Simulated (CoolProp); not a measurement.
Model: reference Helmholtz-energy equation of state, Lemmon 2016, in CoolProp.

Question: For R115, give the phase and the Z, cp (kJ/(kg K)), speed of sound (m/s), isothermal compressibility (1/MPa) at 500 K and 13000 kPa; 500 K and 14300 kPa.

Answer: 
- 500 K and 13000 kPa: supercritical; Z 0.808, cp 1.14, speed of sound 183, isothermal compressibility 0.0636
- 500 K and 14300 kPa: supercritical; Z 0.824, cp 1.14, speed of sound 193, isothermal compressibility 0.0527
